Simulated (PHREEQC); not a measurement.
Make-up at 25 °C: 0.0081 mol NH4HF2, 0.0002 mol H2SiF6 and 0.0012 mol H3PO4 per kg of water. Closed to the air; pH follows from the charge balance.

All values are PHREEQC results (ion-association model, wateq4f.dat), not measurements.

This is a speciation only: nothing precipitates in the calculation.

### Question
Order these F species by the share of F that they hold, largest first: HF2-, F-, H2F2, HF, SiF6-2.

### Answer
HF (47 %), F- (42 %), SiF6-2 (6.9 %), HF2- (2.6 %), H2F2 (2.0 %)

The pH is 3.08 and the ionic strength 0.00920 mol/kgw. H3PO4, which wateq4f.dat lacks, is added to it with the constant of phreeqc.dat. SiF6-2 is the database's only silicon fluoride.
